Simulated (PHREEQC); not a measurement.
Make-up at 25 °C: 0.18 mol Ni(NO3)2, 0.0036 mol H3BO3 and 0.0024 mol NiCl2 per kg of water. Closed to the air; pH follows from the charge balance.

Equilibrium calculation in PHREEQC: ion-association model, wateq4f.dat.

Precipitation was switched off in this run.

Problem. What pH, activity of water does the model give?

Solution. pH 5.49; activity of water 0.991.

Problem. In which forms is Cl present?

Solution. Cl- 89 %, NiCl+ 10 % of the Cl.
